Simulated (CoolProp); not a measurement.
Properties of propyne along the isobar 1.01 bar (Tc = 402.7 K, pc = 56.58 bar, ω = 0.204).

Model: reference Helmholtz-energy equation of state, Polt 1992, in CoolProp. This equation is an older, rougher fit.

```
T (K)  phase  cp (kJ/(kg K))  cv (kJ/(kg K))  speed of sound (m/s)  Joule-Thomson coefficient (K/MPa)  isothermal compressibility (1/MPa)
-----  -----  --------------  --------------  --------------------  ---------------------------------  ----------------------------------
317.3    gas           1.600           1.378                 272.7                              18.78                               10.04
325.7    gas           1.622           1.402                 276.1                              17.19                               10.03
334.2    gas           1.644           1.426                 279.6                              15.79                               10.02
342.6    gas           1.667           1.449                 283.0                              14.58                               10.01
351      gas           1.689           1.473                 286.3                              13.51                               9.999
359.4    gas           1.712           1.496                 289.5                              12.57                               9.992
367.8    gas           1.734           1.519                 292.7                              11.72                               9.985
376.2    gas           1.757           1.542                 295.9                              10.97                               9.979
384.6    gas           1.779           1.565                 299.1                              10.28                               9.973
393      gas           1.801           1.587                 302.2                              9.666                               9.969
401.4    gas           1.823           1.610                 305.2                              9.104                               9.964
```
